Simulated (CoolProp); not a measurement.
Saturated liquid density (kg/m³) of CF4 (R14): the reference equation beside estimates from Tc = 227.4 K, pc = 3.762 MPa, ω = 0.178. Rackett uses Z = 0.29056 − 0.08775 ω.

Values from CoolProp's reference Helmholtz-energy equation of state, Platzer 1990. This equation is an older, rougher fit; its heat capacities, sound speeds and derivatives of the liquid may be far off and weren't checked against measurements.

```tsv
T (K)	reference	Rackett	Redlich-Kwong
168	1473	1536	1387
170.1	1461	1522	1371
172.2	1447	1508	1355
174.2	1435	1495	1339
176.3	1421	1480	1322
178.4	1407	1465	1305
180.4	1394	1451	1288
182.5	1380	1435	1270
184.6	1365	1420	1252
186.6	1351	1404	1234
188.7	1335	1388	1214
190.8	1319	1371	1194
192.9	1303	1353	1174
194.9	1287	1336	1153
```

Absolute difference from the reference over all 14 rows, mean and median: Rackett 4.1 and 4.1 %, Redlich-Kwong 7.9 and 7.8 %.
